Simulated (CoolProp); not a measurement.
Methane at 455.49 K and 0.163 MPa is throttled through a valve to 0.0895 MPa with no heat exchange. Each further row changes one setting.

Values from CoolProp's reference Helmholtz-energy equation of state, Setzmann 1991.

```
case                        temperature change (K)  final density (kg/m³)
--------------------------  ----------------------  ---------------------
as stated                                     -0.1                      ?
outlet pressure 0.0268 MPa                    -0.2                      ?
outlet pressure 0.116 MPa                     -0.1                      ?
```

Problem. Complete the blanks.

Solution. 
- as stated, final density (kg/m³): 0.379
- outlet pressure 0.0268 MPa, final density (kg/m³): 0.114
- outlet pressure 0.116 MPa, final density (kg/m³): 0.492
